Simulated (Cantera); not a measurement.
Charge: 1 mol Si3N4, 0.17 mol H2O, 18 mol N2, equilibrated at 550 °C and 8.25 Torr.

Equilibrium computed with Cantera from the NASA thermochemical tables; the gas is ideal and each condensed phase is pure. Candidate condensed phases: H2O, Si, SiO2, Si2N2O, Si3N4; 35 gas species. The numbers say what is thermodynamically allowed, not how fast it happens.

Base state: N2 0.991, H2 0.00933 (mole fractions); condensed: Si2N2O(s) + Si3N4(s).

### Question
What changes in the equilibrium state with this change: temperature from 550 °C to 1400 °C?

### Answer
```
species          before     after
--------------  -------  --------
N2                0.991     0.989
H2              0.00933   0.00926
SiO               <1e-9   0.00152
H                 <1e-9  0.000104
Si2N2O(s), mol    0.170     0.142
Si3N4(s), mol     0.887     0.896
```
Mutual solubility and eutectic melting of coexisting phases are not modelled.
